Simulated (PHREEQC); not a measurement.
A solution holds 0.065 mol/kgw NaOH, 0.00029 mol/kgw K2SiO3 and 0.018 mol/kgw (CH3)4NCl, at 25 °C. Closed to the air; pH follows from the charge balance.

All values are PHREEQC results (ion-association model, phreeqc.dat), not measurements.

Q: The ionic strength comes out as 0.0837 mol/kgw. What activity coefficients do OH-, H2SiO4-2, Cl-, Na+, K+ get?

A: OH- 0.77, H2SiO4-2 0.41, Cl- 0.78, Na+ 0.80, K+ 0.78.

This is a speciation only: nothing precipitates in the calculation. (CH3)4N+ isn't in the database: it is added as a free cation with an ion size of 4 Å.
